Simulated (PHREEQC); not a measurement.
# Brine

Consider water at 45 °C with 70 mmol/kgw MgSO4. Closed to the air; pH follows from the charge balance.

The numbers come from PHREEQC with the ion-association model, phreeqc.dat.

Each row changes one thing in this solution. No solid was allowed to form.

| case | pH | ionic strength (mol/kgw) | SO4-2 (mol/kgw) | HSO4- (mol/kgw) |
|---|---|---|---|---|
| as made | 6.50 | 0.117 | 0.0292 | 6.46e-7 |
| MgSO4 from 0.07 to 0.007 mol/kgw | 6.59 | 0.0176 | 0.00441 | 1.19e-7 |
| MgSO4 replaced by NH4HSO4 at the same molality | 1.61 | 0.117 | 0.0237 | (withheld) |
| temperature from 45 to 30 °C | 6.70 | 0.134 | 0.0336 | 3.16e-7 |
| diluted 5-fold with water | 6.56 | 0.0312 | 0.00779 | 2.03e-7 |
| MgSO4 replaced by H2SO4 at the same molality | 1.17 | (withheld) | 0.0118 | 0.0583 |
| MgSO4 from 0.07 to 0.35 mol/kgw | 6.42 | 0.437 | 0.109 | 1.86e-6 |
| temperature from 45 to 80 °C | 6.13 | 0.0869 | 0.0217 | 2.95e-6 |
| diluted 100-fold with water | 6.67 | 0.00244 | 0.000609 | (withheld) |

Problem. Some entries are withheld; supply them.

Solution. 
- MgSO4 replaced by NH4HSO4 at the same molality, HSO4- (mol/kgw): 0.0400
- MgSO4 replaced by H2SO4 at the same molality, ionic strength (mol/kgw): 0.0935
- diluted 100-fold with water, HSO4- (mol/kgw): 1.73e-8

Complexes and solids missing from the database can't appear. Constants without temperature data keep their 25 °C values here.
